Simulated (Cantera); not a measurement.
Feed: 1 mol trisilylamine, 75 mol N2, at 1052 °C and 133 Pa.

These are equilibrium values from Cantera (NASA tables, ideal gas, pure condensed phases), not measurements of a reactor. Candidate condensed phases: Si, Si3N4; 18 gas species. The feed counts by its element totals alone. Kinetics and transport are ignored.

Base state: N2 0.942, H2 0.0577, H 1.08e-5 (mole fractions); condensed: Si3N4(s).

What changes in the equilibrium state with this change: temperature from 1052 °C to 1477 °C?


```csv
species,before,after
N2,0.942,0.942
H2,0.0577,0.0554
H,1.08e-5,0.00150
Si,<1e-9,0.00113
Si2N,<1e-9,3.50e-5
SiN,<1e-9,2.06e-5
SiH,<1e-9,1.28e-5
"Si3N4(s), mol",1.00,0
"Si(l), mol",0,2.90
```
The tables' values for SiN are old estimates; treat these amounts as uncertain.
